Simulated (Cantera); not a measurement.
Input: 1 mol Si₂H₆, 0.16 mol O₂, equilibrated at 0.133 bar.

Cantera equilibrium calculation (NASA polynomials, part measured and part estimated; ideal gas, pure solids and liquids). Candidate condensed phases: H₂O, Si, SiO₂; 18 gas species. The feed counts by its element totals alone. Gases not in the tables: Si₂H₆ and higher silanes. Kinetics and transport are ignored. All values below are at 1998 K.

Base state: H₂ 0.899, SiO 0.0961, H 0.00417, Si 0.000319, SiH₂ 9.44e-5, SiH 7.53e-5 (mole fractions); condensed: Si(l).

### Question
What changes in the equilibrium state with this change: pressure from 0.133 bar to 72.0 Pa?

### Answer
```tsv
species	before	after
H₂	0.899	0.798
SiO	0.0961	0.0880
Si	0.000319	0.0591
H	0.00417	0.0534
Si₂	3.29e-6	0.000609
Si₃	7.06e-7	0.000131
SiH	7.53e-5	0.000965
Si(l), mol	1.68	1.46
```
